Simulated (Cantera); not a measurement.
## Gas activation for diamond growth

An isothermal, constant-pressure homogeneous reactor starts with 1.53 % CH₄, 95.9 % H₂, 2.59 % N₂, at 1698 K and 0.0878 atm.

Cantera simulation using GRI-Mech 3.0 (53 species, 325 reactions); the numbers are that mechanism's predictions, not measurements. GRI-Mech 3.0 stops at C3 and has no aromatics, soot or wall deposition, so with more carbon than oxygen in the feed, carbon stays in small species such as C2H2 where larger ones or solid carbon would form.

```json
[
 {"t (s)": "0.000100", "x CH₄": "0.0153", "x H₂": "0.959", "x C₂H": "<1e-12", "x H": "3.83e-6", "x C₂H₂": "<1e-12", "x CH₃": "1.34e-6", "x CH₂": "5.02e-12"},
 {"t (s)": "0.000246", "x CH₄": "0.0153", "x H₂": "0.959", "x C₂H": "<1e-12", "x H": "9.53e-6", "x C₂H₂": "1.27e-12", "x CH₃": "3.19e-6", "x CH₂": "3.13e-11"},
 {"t (s)": "0.000606", "x CH₄": "0.0153", "x H₂": "0.959", "x C₂H": "<1e-12", "x H": "2.35e-5", "x C₂H₂": "5.29e-11", "x CH₃": "7.73e-6", "x CH₂": "1.92e-10"},
 {"t (s)": "0.00149", "x CH₄": "0.0153", "x H₂": "0.959", "x C₂H": "<1e-12", "x H": "5.78e-5", "x C₂H₂": "2.57e-9", "x CH₃": "1.88e-5", "x CH₂": "1.15e-9"},
 {"t (s)": "0.00367", "x CH₄": "0.0153", "x H₂": "0.959", "x C₂H": "<1e-12", "x H": "0.000139", "x C₂H₂": "1.44e-7", "x CH₃": "4.49e-5", "x CH₂": "6.60e-9"},
 {"t (s)": "0.00904", "x CH₄": "0.0152", "x H₂": "0.958", "x C₂H": "1.06e-11", "x H": "0.000297", "x C₂H₂": "6.21e-6", "x CH₃": "9.55e-5", "x CH₂": "2.96e-8"},
 {"t (s)": "0.0223", "x CH₄": "0.0150", "x H₂": "0.958", "x C₂H": "2.06e-10", "x H": "0.000435", "x C₂H₂": "8.23e-5", "x CH₃": "0.000138", "x CH₂": "6.20e-8"},
 {"t (s)": "0.0548", "x CH₄": "0.0145", "x H₂": "0.959", "x C₂H": "9.01e-10", "x H": "0.000453", "x C₂H₂": "0.000345", "x CH₃": "0.000139", "x CH₂": "6.49e-8"},
 {"t (s)": "0.135", "x CH₄": "0.0133", "x H₂": "0.959", "x C₂H": "2.44e-9", "x H": "0.000455", "x C₂H₂": "0.000929", "x CH₃": "0.000128", "x CH₂": "6.03e-8"},
 {"t (s)": "0.332", "x CH₄": "0.0111", "x H₂": "0.961", "x C₂H": "5.39e-9", "x H": "0.000459", "x C₂H₂": "0.00204", "x CH₃": "0.000107", "x CH₂": "5.12e-8"},
 {"t (s)": "0.817", "x CH₄": "0.00779", "x H₂": "0.962", "x C₂H": "9.78e-9", "x H": "0.000465", "x C₂H₂": "0.00366", "x CH₃": "7.63e-5", "x CH₂": "3.72e-8"},
 {"t (s)": "2.01", "x CH₄": "0.00450", "x H₂": "0.964", "x C₂H": "1.43e-8", "x H": "0.000472", "x C₂H₂": "0.00529", "x CH₃": "4.46e-5", "x CH₂": "2.22e-8"},
 {"t (s)": "4.95", "x CH₄": "0.00226", "x H₂": "0.965", "x C₂H": "1.75e-8", "x H": "0.000477", "x C₂H₂": "0.00640", "x CH₃": "2.26e-5", "x CH₂": "1.14e-8"},
 {"t (s)": "12.2", "x CH₄": "0.00121", "x H₂": "0.966", "x C₂H": "1.90e-8", "x H": "0.000479", "x C₂H₂": "0.00692", "x CH₃": "1.22e-5", "x CH₂": "6.20e-9"},
 {"t (s)": "30.0", "x CH₄": "0.000932", "x H₂": "0.966", "x C₂H": "1.94e-8", "x H": "0.000480", "x C₂H₂": "0.00706", "x CH₃": "9.38e-6", "x CH₂": "4.80e-9"}
]
```
x: mole fraction; the columns are a selection and need not sum to one.

Equilibrium at this temperature and pressure: CH₄ 0.000717, H₂ 0.966, C₂H 1.19e-8, H 0.000480, C₂H₂ 0.00432, CH₃ 7.22e-6, CH₂ 3.69e-9 (gas phase only).
